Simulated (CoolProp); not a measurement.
A Linde-Hampson liquefier for carbon monoxide: isothermal reversible compression at 290 K from 1 atm to 40 MPa, throttling to 1 atm, return gas leaving the recuperator 0 K below the feed. Each further row changes one setting.

Computed with CoolProp (reference Helmholtz-energy equation of state, Lemmon 2006). It is a short technical equation, of lower accuracy than the large ones.

```
case                        liquid yield per pass  compression work (kJ/kg of gas)
--------------------------  ---------------------  -------------------------------
as stated                                     [?]                              519
high pressure 80 MPa                          [?]                              [?]
warm-end temperature 320 K                    [?]                              578
warm-end gap 5 K                              [?]                              519
```

Question: Fill in the missing entries.

Answer: 
- as stated, liquid yield per pass: 0.116
- high pressure 80 MPa, liquid yield per pass: 0.077
- high pressure 80 MPa, compression work (kJ/kg of gas): 607
- warm-end temperature 320 K, liquid yield per pass: 0.086
- warm-end gap 5 K, liquid yield per pass: 0.106
